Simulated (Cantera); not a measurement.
Charge: 1 mol Si, 30 mol CO2, 6.9 mol CO, at 3400 Pa.

Equilibrium computed with Cantera from the NASA thermochemical tables; the gas is ideal and each condensed phase is pure. Candidate condensed phases: C, Si, SiC, SiO2; 20 gas species. The tables hold silica as quartz up to 1696 K and as liquid above; real silica turns to tridymite and cristobalite and melts near 1996 K. Rates play no part.

x: gas mole fraction; n: condensed amount in mol.

```tsv
T (K)	x CO2	x CO	x O2	x SiO	x O	n C(graphite)	n SiO2(α-quartz)	n SiO2(β-quartz)	n SiO2(condensed)
625	0.986	0.0142	<1e-12	<1e-12	<1e-12	4.22	1.00	0	0
775	0.759	0.241	<1e-12	<1e-12	<1e-12	0	1.00	0	0
925	0.759	0.241	<1e-12	<1e-12	<1e-12	0	0	1.00	0
1075	0.759	0.241	<1e-12	<1e-12	<1e-12	0	0	1.00	0
1225	0.759	0.241	<1e-12	<1e-12	<1e-12	0	0	1.00	0
1375	0.759	0.241	1.16e-10	___	3.72e-11	0	0	1.00	0
1525	0.759	0.241	1.46e-8	___	3.71e-9	0	0	1.00	0
1675	0.759	0.241	7.61e-7	___	1.62e-7	0	0	1.000	0
1825	0.759	0.241	2.05e-5	___	3.78e-6	0	0	0	1.000
1975	0.758	0.242	0.000331	___	5.44e-5	0	0	0	0.996
```

Q: Complete the blanks.

A: 
- 1375, x SiO: 1.49e-10
- 1525, x SiO: 1.21e-8
- 1675, x SiO: 4.42e-7
- 1825, x SiO: 8.46e-6
- 1975, x SiO: 0.000101
